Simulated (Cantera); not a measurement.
Feed: 1 mol Ca(OH)₂, 0.065 mol CO₂, 0.042 mol H₂O, at 4700 Pa.

Equilibrium computed with Cantera from the NASA thermochemical tables; the gas is ideal and each condensed phase is pure. Candidate condensed phases: C, C₆H₆, C₇H₈, C₈H₁₈, Ca, CaCO₃, CaO, Ca(OH)₂, H₂O; 115 gas species. The numbers say what is thermodynamically allowed, not how fast it happens. All values below are at 1700 °C.

Base state: H₂O 0.917, CO₂ 0.0549, H₂ 0.0122, O₂ 0.00660, OH 0.00490, CO 0.00328, H 0.000688, O 0.000203 (mole fractions); condensed: CaO(s).

**Question.** What changes in the equilibrium state with this change: CO₂ from 0.065 to 0.4 mol?

**Answer.** 
| species | before | after |
|---|---|---|
| H₂O | 0.917 | 0.703 |
| CO₂ | 0.0549 | 0.261 |
| CO | 0.00328 | 0.0131 |
| H₂ | 0.0122 | 0.00788 |
| Ca(OH)₂ | 7.56e-5 | 5.80e-5 |
| O₂ | 0.00660 | 0.00934 |
| H | 0.000688 | 0.000552 |
| O | 0.000203 | 0.000242 |
| OH | 0.00490 | 0.00468 |
| CaO(s), mol | 1.000 | 1.000 |
